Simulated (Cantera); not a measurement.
Feed: 1 mol SiHCl₃, 0.0056 mol Cl₂, 5.9 mol N₂, at 1027 °C and 1 atm.

Method: chemical equilibrium by Gibbs-energy minimisation in Cantera with the NASA 1993 tables (ideal gas, pure condensed phases). Candidate condensed phases: NH₄Cl, Si, Si₃N₄; 28 gas species. N₂ is the only nitrogen source here; it is nearly inert below about 1500 K, so the nitride shown seldom forms there in practice. The tables' values for SiCl₃ are old estimates; treat these amounts as uncertain. The numbers say what is thermodynamically allowed, not how fast it happens.

Base state: N₂ 0.795, HCl 0.109, SiCl₄ 0.0779, H₂ 0.0161, SiCl₃ 0.00137, SiHCl₃ 0.000525, SiCl₂ 0.000143 (mole fractions); condensed: Si₃N₄(s).

Task: What changes in the equilibrium state with this change: temperature from 1027 °C to 675 °C?

Result: 
```tsv
species	before	after
N₂	0.795	0.798
HCl	0.109	0.0978
SiCl₄	0.0779	0.0823
H₂	0.0161	0.0220
SiCl₂	0.000143	9.54e-9
SiCl₃	0.00137	4.82e-6
Si₃N₄(s), mol	0.145	0.140
```

Task: What changes in the equilibrium state with this change: temperature from 1027 °C to 1300 °C?

Result: 
```tsv
species	before	after
N₂	0.795	0.789
HCl	0.109	0.110
SiCl₄	0.0779	0.0599
SiCl₃	0.00137	0.0156
SiCl₂	0.000143	0.0107
H₂	0.0161	0.0145
Cl	7.96e-7	2.93e-5
SiHCl₃	0.000525	0.00105
Si₃N₄(s), mol	0.145	0.125
```

Task: What changes in the equilibrium state with this change: pressure from 1 atm to 0.00300 bar?

Result: 
| species | before | after |
|---|---|---|
| N₂ | 0.795 | 0.785 |
| HCl | 0.109 | 0.121 |
| SiCl₄ | 0.0779 | 0.0572 |
| SiCl₂ | 0.000143 | 0.0157 |
| SiCl₃ | 0.00137 | 0.0123 |
| H₂ | 0.0161 | 0.00884 |
| Cl | 7.96e-7 | 2.20e-5 |
| SiHCl₃ | 0.000525 | 0.000190 |
| Si₃N₄(s), mol | 0.145 | 0.129 |
